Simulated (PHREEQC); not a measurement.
Solution (24 °C): 28 mmol/kgw HF, 0.05 mmol/kgw NH4HF2 and 0.33 mmol/kgw H2SO4. Closed to the air; pH follows from the charge balance.

Equilibrium calculation in PHREEQC: ion-association model, phreeqc.dat.

No solid was allowed to form.

Q: Estimate the pH, ionic strength.

A: pH 2.35; ionic strength 0.00506 mol/kgw.

Q: In which forms is F present?

A: HF 84 %, F- 14 %, HF2- 2.5 % of the F.
